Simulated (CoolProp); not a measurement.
A closed Brayton cycle with carbon dioxide: compressor inlet 327.15 K and 7.7 MPa, high pressure 20.6 MPa, turbine inlet 645 K, compressor efficiency 0.8, turbine efficiency 0.93, recuperator effectiveness 0.8 (on enthalpy, no pinch check). Each further row changes one setting.

Computed with CoolProp (reference Helmholtz-energy equation of state, Span 1996).

```tsv
case	thermal efficiency (%)	net work (kJ/kg)	compressor to turbine work	compressor exit (K)	turbine exit (K)
as stated	21.5	41.7	0.58	415.8	540.0
turbine inlet 595 K	___	31.6	___	415.8	___
compressor inlet 337.15 K	19.5	35.8	0.64	430.7	540.0
high pressure 17.5 MPa	___	___	0.55	___	___
recuperator effectiveness 0.5	___	41.7	0.58	415.8	540.0
```

### Question
Some entries are withheld; supply them.

### Answer

- turbine inlet 595 K, thermal efficiency (%): 18.2
- turbine inlet 595 K, compressor to turbine work: 0.65
- turbine inlet 595 K, turbine exit (K): 494.1
- high pressure 17.5 MPa, thermal efficiency (%): 21.1
- high pressure 17.5 MPa, net work (kJ/kg): 37.9
- high pressure 17.5 MPa, compressor exit (K): 400.5
- high pressure 17.5 MPa, turbine exit (K): 557.1
- recuperator effectiveness 0.5, thermal efficiency (%): 17.6
